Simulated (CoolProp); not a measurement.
Vapour-liquid equilibrium of toluene (1) + o-xylene (2) at 0.0827 MPa; x and y are mole fractions of (1).

Computed with CoolProp (multi-fluid Helmholtz-energy mixture model, Lemmon 2006 and Zhou 2012; pair parameters Bell 2016).

Question: Give the bubble temperature and the first vapour's composition at x = 0.275, 0.5, 0.95. Is there an azeotrope?

Answer: x = 0.275: 397.8 K, y = 0.484; x = 0.5: 389.7 K, y = 0.720; x = 0.95: 377.8 K, y = 0.980. No azeotrope shows between x = 0.05 and 0.95.

Pair parameters are fitted to limited data, so mixtures are less certain than the pure fluids.
